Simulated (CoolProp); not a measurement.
Decamethylcyclopentasiloxane (D5) along the isobar 0.862 MPa: Z from the reference equation and from simpler models built on Tc = 345.1 °C, pc = 1.078 MPa, ω = 0.631; each cubic takes its own stable root.

Computed with CoolProp (reference Helmholtz-energy equation of state, Thol 2019).

| T (°C) | phase | reference |
|---|---|---|
| 234.95 | liquid | 0.1057 |
| 244.25 | liquid | 0.1058 |
| 253.55 | liquid | 0.1060 |
| 262.95 | liquid | 0.1065 |
| 272.25 | liquid | 0.1072 |
| 281.55 | liquid | 0.1082 |
| 290.85 | liquid | 0.1096 |
| 300.25 | liquid | 0.1116 |
| 309.55 | liquid | 0.1145 |
| 318.85 | liquid | 0.1189 |
| 328.15 | liquid | 0.1269 |
| 337.55 | gas | 0.5713 |
| 346.85 | gas | 0.6198 |

### Question
How far does each simpler model (van der Waals, Peng-Robinson) lie from the reference over these 13 states: mean and median of the absolute difference, and the worst?

### Answer
- van der Waals: mean 117.5 %, median 78.0 %, worst +398.7 % at 318.85 °C and 0.862 MPa
- Peng-Robinson: mean 5.5 %, median 3.9 %, worst +17.4 % at 328.15 °C and 0.862 MPa

At some of these states van der Waals gives the other phase, because its saturation line lies elsewhere.
